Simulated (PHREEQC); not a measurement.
Make-up at 25 °C: 0.029 mol H2SO4, 0.00066 mol FeSO4 and 0.00014 mol MgSO4 per kg of water. Closed to the air; pH follows from the charge balance.

All values are PHREEQC results (ion-association model, phreeqc.dat), not measurements.

Each row changes one thing in this solution. No solid was allowed to form.

```json
[
 {"case": "as made", "pH": "1.48", "ionic strength (mol/kgw)": "0.0511", "HSO4- (mol/kgw)": "0.0190", "SO4-2 (mol/kgw)": "0.0105", "Fe+2 (mol/kgw)": "0.000435", "FeSO4 (mol/kgw)": "0.000177", "SI of Melanterite (FeSO4:7H2O)": "-3.79"},
 {"case": "temperature from 25 to 90 °C", "pH": "1.57", "ionic strength (mol/kgw)": "0.0366", "HSO4- (mol/kgw)": "…", "SO4-2 (mol/kgw)": "0.00327", "Fe+2 (mol/kgw)": "0.000445", "FeSO4 (mol/kgw)": "0.000148", "SI of Melanterite (FeSO4:7H2O)": "-4.81"},
 {"case": "H2SO4 left out", "pH": "6.40", "ionic strength (mol/kgw)": "0.00294", "HSO4- (mol/kgw)": "2.37e-8", "SO4-2 (mol/kgw)": "0.000736", "Fe+2 (mol/kgw)": "0.000610", "FeSO4 (mol/kgw)": "5.01e-5", "SI of Melanterite (FeSO4:7H2O)": "-4.34"},
 {"case": "MgSO4 from 0.00014 to 0.0007 mol/kgw", "pH": "1.48", "ionic strength (mol/kgw)": "0.0522", "HSO4- (mol/kgw)": "0.0192", "SO4-2 (mol/kgw)": "0.0107", "Fe+2 (mol/kgw)": "…", "FeSO4 (mol/kgw)": "0.000178", "SI of Melanterite (FeSO4:7H2O)": "-3.79"},
 {"case": "temperature from 25 to 20 °C", "pH": "1.47", "ionic strength (mol/kgw)": "0.0524", "HSO4- (mol/kgw)": "0.0184", "SO4-2 (mol/kgw)": "0.0112", "Fe+2 (mol/kgw)": "…", "FeSO4 (mol/kgw)": "…", "SI of Melanterite (FeSO4:7H2O)": "-3.70"},
 {"case": "MgSO4 replaced by Fe2(SO4)3 at the same molality", "pH": "1.48", "ionic strength (mol/kgw)": "0.0512", "HSO4- (mol/kgw)": "0.0190", "SO4-2 (mol/kgw)": "0.0105", "Fe+2 (mol/kgw)": "0.000435", "FeSO4 (mol/kgw)": "0.000177", "SI of Melanterite (FeSO4:7H2O)": "-3.79"},
 {"case": "temperature from 25 to 80 °C", "pH": "1.56", "ionic strength (mol/kgw)": "0.0382", "HSO4- (mol/kgw)": "0.0254", "SO4-2 (mol/kgw)": "0.00410", "Fe+2 (mol/kgw)": "0.000435", "FeSO4 (mol/kgw)": "0.000162", "SI of Melanterite (FeSO4:7H2O)": "-4.67"},
 {"case": "0.0026 mol/kgw LiBr added", "pH": "1.48", "ionic strength (mol/kgw)": "0.0538", "HSO4- (mol/kgw)": "0.0189", "SO4-2 (mol/kgw)": "0.0106", "Fe+2 (mol/kgw)": "0.000438", "FeSO4 (mol/kgw)": "0.000174", "SI of Melanterite (FeSO4:7H2O)": "-3.80"}
]
```

Q: Some entries are withheld; supply them.

A: 
- temperature from 25 to 90 °C, HSO4- (mol/kgw): 0.0263
- MgSO4 from 0.00014 to 0.0007 mol/kgw, Fe+2 (mol/kgw): 0.000434
- temperature from 25 to 20 °C, Fe+2 (mol/kgw): 0.000440
- temperature from 25 to 20 °C, FeSO4 (mol/kgw): 0.000173

Complexes and solids missing from the database can't appear. Some of these states are supersaturated (in Hematite (slow to form), for instance). Away from 25 °C the constants follow the database's enthalpies or fits; those with neither stay at their 25 °C values.
